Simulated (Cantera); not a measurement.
Feed: 1 mol Si, 7 mol F2, 6.2 mol N2, at 775 K.

These are equilibrium values from Cantera (NASA tables, ideal gas, pure condensed phases), not measurements of a reactor. Candidate condensed phases: Si, Si3N4; 16 gas species. Kinetics and transport are ignored.

Q: At 0.00140 bar, list the 5 most abundant gas species with their mole fractions, and the condensed phases.

A: N2 0.486, F2 0.340, F 0.0872, SiF4 0.0790, NF3 0.00741. Condensed: gas only.
